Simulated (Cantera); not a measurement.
A Cantera script and its output.

```python
import numpy as np
import cantera as ct

surf = ct.Interface("diamond.yaml", "diamond_100")
gas, bulk = surf.adjacent["gas"], surf.adjacent["diamond"]
k = surf.kinetics_species_index(bulk.species_names[0])
cover = ["c6HH", "c6H*", "c6*H", "c6**", "c6HM", "c6B"]

rows, drift = [], 0.0
print(f"{'T':>10s}{'um/h':>11s}" + "".join(f"{s:>11s}" for s in cover))
for v in [950, 1025, 1100, 1175, 1250, 1325, 1400]:
    T, P, xH, xCH3 = v, 1500, 0.00027, 0.00039
    gas.TPX = T, P, {"H": xH, "CH3": xCH3, "CH4": 0.0045, "H2": 1 - xH - xCH3 - 0.0045}
    surf.TP = bulk.TP = T, P
    surf.coverages = "c6H*:0.1, c6HH:0.9"
    surf.advance_coverages(100.0)
    before = surf.coverages
    surf.advance_coverages(100.0)
    drift = max(drift, np.max(np.abs(surf.coverages - before) / (surf.coverages + 1e-9)))
    rate = surf.net_production_rates[k] * bulk.mean_molecular_weight / bulk.density * 3.6e9
    rows.append([rate, *surf[cover].coverages])
    print(f"{v:10.4g}{rate:11.4e}" + "".join(f"{x:11.3e}" for x in rows[-1][1:]))
```

Output:

```
         T       um/h       c6HH       c6H*       c6*H       c6**       c6HM        c6B
       950 7.6923e-01  3.924e-01  8.214e-03  1.951e-01  2.536e-03  3.078e-01  2.087e-09
      1025 4.9829e-01  5.139e-01  1.705e-02  3.259e-01  5.650e-03  9.574e-02  1.352e-09
      1100 2.2715e-01  5.359e-01  2.525e-02  4.003e-01  8.499e-03  1.649e-02  6.164e-10
      1175 1.6714e-01  5.230e-01  3.157e-02  4.249e-01  1.032e-02  2.667e-03  4.535e-10
      1250 1.3396e-01  5.197e-01  3.665e-02  4.271e-01  1.145e-02  4.619e-04  3.635e-10
      1325 5.6093e-02  5.305e-01  4.051e-02  4.156e-01  1.179e-02  8.868e-05  1.522e-10
      1400 1.4299e-02  5.494e-01  4.325e-02  3.959e-01  1.119e-02  2.036e-05  3.880e-11
```

Computed with Cantera and the Harris–Goodwin 1993 mechanism for the reconstructed diamond (100) surface.
